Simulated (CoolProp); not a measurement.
Vapour-liquid equilibrium of R113 (1) + n-hexane (2) at 0.464 MPa; x and y are mole fractions of (1).

Computed with CoolProp (multi-fluid Helmholtz-energy mixture model, Marx 1992 and Thol 2019; pair parameters Bell 2016).

```tsv
x	bubble temperature (°C)	y at the bubble point	dew temperature at overall composition x (°C)	liquid density (mol/L)
0.05	124.3	0.089	125.4	6.436
0.2	118.6	0.308	121.5	6.571
0.35	114.1	0.477	117.5	6.697
0.5	110.6	…	…	…
0.65	107.7	0.737	…	6.948
0.8	105.2	0.850	106.3	7.079
0.95	103.2	0.962	103.4	7.216
```

Problem. Complete the blanks.

Solution. 
- 0.5, y at the bubble point: 0.616
- 0.5, dew temperature at overall composition x (°C): 113.5
- 0.5, liquid density (mol/L): 6.822
- 0.65, dew temperature at overall composition x (°C): 109.7

No azeotrope shows between x = 0.05 and 0.95.

The pair parameters rest on a limited set of measurements; away from them the model extrapolates.
